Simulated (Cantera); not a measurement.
A closed system holds: 1 mol CH₃Cl, 0.59 mol HCl, 5.7 mol H₂, equilibrated at 1852 °C and 0.230 bar.

These are equilibrium values from Cantera (NASA tables, ideal gas, pure condensed phases), not measurements of a reactor. Candidate condensed phases: C, C₆H₆, C₇H₈, C₈H₁₈; 91 gas species. The numbers say what is thermodynamically allowed, not how fast it happens.

Base state: H₂ 0.801, HCl 0.190, H 0.00678, C₂H₂ (acetylene) 0.00134, Cl 0.00118, CH₄ 4.59e-5 (mole fractions); condensed: C(graphite).

What changes in the equilibrium state with this change: temperature from 1852 °C to 1500 °C?


```csv
species,before,after
H₂,0.801,0.807
HCl,0.190,0.192
H,0.00678,0.000534
Cl,0.00118,9.74e-5
C₂H₂ (acetylene),0.00134,0.000113
CH₄,4.59e-5,0.000126
"C(graphite), mol",0.977,0.997
```

What changes in the equilibrium state with this change: pressure from 0.230 bar to 13.3 mbar?


```tsv
species	before	after
H₂	0.801	0.782
HCl	0.190	0.184
H	0.00678	0.0278
CH₄	4.59e-5	2.54e-6
Cl	0.00118	0.00480
C₂H₂ (acetylene)	0.00134	0.00131
C(graphite), mol	0.977	0.978
```
